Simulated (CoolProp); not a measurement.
Vapour-liquid equilibrium of propylene (1) + isobutane (2) at 318.7 K; x and y are mole fractions of (1).

Model: multi-fluid Helmholtz-energy mixture model, Lemmon 2013 and Bücker 2006; pair parameters Bell 2016, in CoolProp.

Problem. Give the bubble pressure and the first vapour's composition at x = 0.05, 0.65, 0.8. Is there an azeotrope?

Solution. x = 0.05: 0.6835 MPa, y = 0.130; x = 0.65: 1.287 MPa, y = 0.795; x = 0.8: 1.506 MPa, y = 0.904. No azeotrope shows between x = 0.05 and 0.95.

Pair parameters are fitted to limited data, so mixtures are less certain than the pure fluids. The gap from Raoult's law changes sign with composition, which may be real or a fault of the pair parameters; it wasn't checked against measurements.
